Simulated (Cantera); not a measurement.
An adiabatic, constant-pressure homogeneous reactor starts with CH₄ : O₂ : N₂ = 1 : 1.67 : 5.67 (molar parts), equivalence ratio 1.2, at 1500 K and 1.50 bar. Integrator tolerance rtol = 1e-08.

Model: GRI-Mech 3.0 (53 species, 325 reactions), integrated in Cantera.

What does this change do: 0.54 parts H2 added?


```csv
quantity,before,after
time of steepest temperature rise,0.864 ms,0.181 ms
temperature at 0.700 s,2821 K,2825 K
equilibrium temperature,2821 K,2825 K
x(CH₄) at 0.700 s,<1e-12 (gas-phase equilibrium <1e-12),<1e-12 (gas-phase equilibrium <1e-12)
x(O₂) at 0.700 s,0.00821 (gas-phase equilibrium 0.00821),0.00329 (gas-phase equilibrium 0.00329)
x(H₂) at 0.700 s,0.0365 (gas-phase equilibrium 0.0365),0.0643 (gas-phase equilibrium 0.0643)
x(OH) at 0.700 s,0.0185 (gas-phase equilibrium 0.0185),0.0156 (gas-phase equilibrium 0.0156)
x(CH₂) at 0.700 s,<1e-12 (gas-phase equilibrium <1e-12),<1e-12 (gas-phase equilibrium <1e-12)
x(H₂O₂) at 0.700 s,2.46e-7 (gas-phase equilibrium 2.46e-7),1.72e-7 (gas-phase equilibrium 1.72e-7)
```

What does this change do: initial temperature 1500 to 1348 K?


```json
[
 {"quantity": "time of steepest temperature rise", "before": "0.864 ms", "after": "4.71 ms"},
 {"quantity": "temperature at 0.700 s", "before": "2821 K", "after": "2765 K"},
 {"quantity": "equilibrium temperature", "before": "2821 K", "after": "2765 K"},
 {"quantity": "x(CH₄) at 0.700 s", "before": "<1e-12 (gas-phase equilibrium <1e-12)", "after": "<1e-12 (gas-phase equilibrium <1e-12)"},
 {"quantity": "x(O₂) at 0.700 s", "before": "0.00821 (gas-phase equilibrium 0.00821)", "after": "0.00655 (gas-phase equilibrium 0.00655)"},
 {"quantity": "x(H₂) at 0.700 s", "before": "0.0365 (gas-phase equilibrium 0.0365)", "after": "0.0342 (gas-phase equilibrium 0.0342)"},
 {"quantity": "x(OH) at 0.700 s", "before": "0.0185 (gas-phase equilibrium 0.0185)", "after": "0.0155 (gas-phase equilibrium 0.0155)"},
 {"quantity": "x(CH₂) at 0.700 s", "before": "<1e-12 (gas-phase equilibrium <1e-12)", "after": "<1e-12 (gas-phase equilibrium <1e-12)"},
 {"quantity": "x(H₂O₂) at 0.700 s", "before": "2.46e-7 (gas-phase equilibrium 2.46e-7)", "after": "2.08e-7 (gas-phase equilibrium 2.08e-7)"}
]
```
